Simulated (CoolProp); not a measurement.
A simple Rankine cycle with the fluoroketone C6F12O (FK-5-1-12): condensing at 325.15 K, boiler at 1.53 MPa, turbine inlet 436.2 K, turbine efficiency 0.8, pump efficiency 0.8, no recuperator. Each further row changes one setting.

The numbers come from the reference Helmholtz-energy equation of state, McLinden 2015 in CoolProp.

```tsv
case	thermal efficiency (%)	net work (kJ/kg)	heat in (kJ/kg)	turbine exit temperature (K)	volume ratio over the turbine
as stated	10.5	18.0	172	396.7	21.2
turbine inlet 456.2 K	10.1	19.9	197	420.8	17.9
condensing temperature 317.15 K	[?]	20.2	181	394.1	28.1
boiler pressure 1.07 MPa	[?]	17.0	181	407.6	11.6
turbine efficiency 0.7	9.1	[?]	172	399.2	[?]
```

### Question
What belongs in the gaps?

### Answer

- condensing temperature 317.15 K, thermal efficiency (%): 11.2
- boiler pressure 1.07 MPa, thermal efficiency (%): 9.4
- turbine efficiency 0.7, net work (kJ/kg): 15.6
- turbine efficiency 0.7, volume ratio over the turbine: 21.4
